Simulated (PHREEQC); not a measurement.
Consider water at 25 °C with 0.0019 mol KOH, 0.3 mol Al(NO3)3 and 0.13 mol CuSO4 per kg of water. Closed to the air; pH follows from the charge balance.

All values are PHREEQC results (ion-association model, phreeqc.dat), not measurements.

```csv
quantity,before,after
pH,3.53,3.99
ionic strength (mol/kgw),1.65,0.0181
Al+3 (mol/kgw),0.192,0.00210
AlOH+2 (mol/kgw),0.00233,0.000123
Al(OH)2+ (mol/kgw),1.51e-5,6.46e-6
Al(OH)3 (mol/kgw),3.16e-9,8.20e-9
SI of Gibbsite (Al(OH)3),+0.49,+0.75
```

Q: What was changed between the two runs?
A. temperature from 25 to 45 °C
B. CuSO4 left out
C. diluted 100-fold with water
D. KOH left out
E. diluted 10-fold with water

A: C, diluted 100-fold with water

Precipitation was switched off in this run. The ionic strength passes 0.7 mol/kgw, the rough limit of the ion-association models, in before. Some of these states are supersaturated (in Gibbsite (slow to form), for instance).
